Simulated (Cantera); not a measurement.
**Silicon carbide growth: CH3SiCl3 + C2H4 + H2**

Feed: 1 mol CH3SiCl3, 1.2 mol C2H4, 1400 mol H2, equilibrated at 1750 K and 0.430 bar.

Cantera equilibrium calculation (NASA polynomials, part measured and part estimated; ideal gas, pure solids and liquids). Candidate condensed phases: C, C6H6, C7H8, C8H18, Si, SiC; 109 gas species. The feed counts by its element totals alone. The numbers say what is thermodynamically allowed, not how fast it happens.

```json
{
  "x(H2)": "0.997",
  "x(HCl)": "0.00213",
  "x(CH4)": "0.000390",
  "x(H)": "0.000354",
  "x(C2H2 (acetylene))": "0.000115",
  "x(CH3)": "2.81e-6",
  "x(C2H4)": "1.64e-6",
  "n(C(graphite))": "1.52 mol",
  "n(SiC(s))": "0.999 mol",
  "gas_amount": "1405 mol",
  "log10 activity of Si(l) (absent)": "-1.72"
}
```
